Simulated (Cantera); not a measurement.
A freely propagating, adiabatic, planar premixed flame of CH4 : CO : O2 : N2 = 1 : 0.21 : 1.91 : 8.23 (molar parts), unburnt at 500 K and 37000 Pa; mixture-averaged transport, grid criteria slope 0.08 and curve 0.16, no radiation.

Cantera simulation using GRI-Mech 3.0 (53 species, 325 reactions); the numbers are that mechanism's predictions, not measurements. Burning velocities carry a grid error of a few per cent, more on coarse grids.

**Question.** Predict: laminar burning velocity; thermal thickness; peak x(CH2O); peak x(OH); peak x(CH2).

**Answer.** 
```json
{
 "laminar_burning_velocity": "101 cm/s",
 "thermal_thickness": "0.915 mm",
 "peak x(CH2O)": "0.000864",
 "peak x(OH)": "0.00764",
 "peak x(CH2)": "5.20e-5"
}
```
